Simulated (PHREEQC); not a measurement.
Solution (25 °C): 0.00032 mol/kgw PbCl2, 0.033 mol/kgw NaCl and 0.0001 mol/kgw Zn(NO3)2. Closed to the air; pH follows from the charge balance.

The numbers come from PHREEQC with the ion-association model, phreeqc.dat.

The ionic strength comes out as 0.0340 mol/kgw. What activity coefficients do PbCl+, H+, ZnCl+, Pb+2, Cl- get?

PbCl+ 0.84, H+ 0.87, ZnCl+ 0.84, Pb+2 0.50, Cl- 0.84.

Precipitation was switched off in this run. Complexes and solids missing from the database can't appear.
